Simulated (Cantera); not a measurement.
## Iron carbonyl, mercury and lead vapours: Pb + N2

A closed system holds: 1 mol Pb, 22 mol N2, at 1.33 mbar.

Method: chemical equilibrium by Gibbs-energy minimisation in Cantera with the NASA 1993 tables (ideal gas, pure condensed phases). Candidate condensed phases: Pb; 4 gas species. Rates play no part.

```
T (K)   x N2      x Pb     x Pb2  n Pb(l)
-----  -----  --------  --------  -------
623     1.00   1.56e-8    <1e-12     1.00
698    1.000   7.62e-7    <1e-12    1.000
773    1.000   1.73e-5    <1e-12    1.000
848    1.000  0.000224  4.75e-11    0.995
923    0.998   0.00190   1.71e-9    0.958
998    0.988    0.0116   3.55e-8    0.741
1073   0.957    0.0435   2.99e-7        0
1148   0.957    0.0435   1.92e-7        0
1223   0.957    0.0435   1.30e-7        0
1298   0.957    0.0435   9.22e-8        0
1373   0.957    0.0435   6.77e-8        0
1448   0.957    0.0435   5.13e-8        0
1523   0.957    0.0435   3.99e-8        0
```
x: gas mole fraction; n: condensed amount in mol.

From 623 K to 998 K the condensed part is Pb(l). From 1073 K to 1523 K nothing is condensed. The main Pb-bearing gas is Pb throughout.
